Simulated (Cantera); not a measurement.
A perfectly stirred reactor is fed with 31.4 % CO, 5.66 % H2, 13.2 % O2, 49.7 % N2, equivalence ratio 1.4, at 9.20 bar; it is adiabatic with a 300 K inlet, and is followed from long to short residence time, starting on the burning branch (τ in s: 0.11, 0.037, 0.012, 0.004, 0.0013, 0.00043, 0.00014, 4.7e-05, 1.5e-05).

Computed with Cantera and GRI-Mech 3.0 (53 species, 325 reactions). The hydrogen kinetics of GRI-Mech 3.0 are dated; newer H2 mechanisms differ, most at raised pressure.

Problem. Predict: blow-out, bracketed by the residence times tried; x(CO) at τ = 0.110 s; x(H2) at τ = 0.110 s; x(O2) at τ = 0.110 s; x(HO2) at τ = 0.110 s; x(H2O2) at τ = 0.110 s; x(CO) at τ = 1.30 ms; x(H2) at τ = 1.30 ms; x(O2) at τ = 1.30 ms; x(HO2) at τ = 1.30 ms; x(H2O2) at τ = 1.30 ms.

Solution. 
```
Item                                                                               Value
------------------------------------------------  --------------------------------------
blow-out, bracketed by the residence times tried  burning at 15.0 µs, the shortest tried
x(CO) at τ = 0.110 s                                                               0.119
x(H2) at τ = 0.110 s                                                             0.00493
x(O2) at τ = 0.110 s                                                            0.000272
x(HO2) at τ = 0.110 s                                                            1.06e-7
x(H2O2) at τ = 0.110 s                                                           1.76e-8
x(CO) at τ = 1.30 ms                                                               0.124
x(H2) at τ = 1.30 ms                                                             0.00519
x(O2) at τ = 1.30 ms                                                             0.00281
x(HO2) at τ = 1.30 ms                                                            1.62e-6
x(H2O2) at τ = 1.30 ms                                                           1.14e-7
```
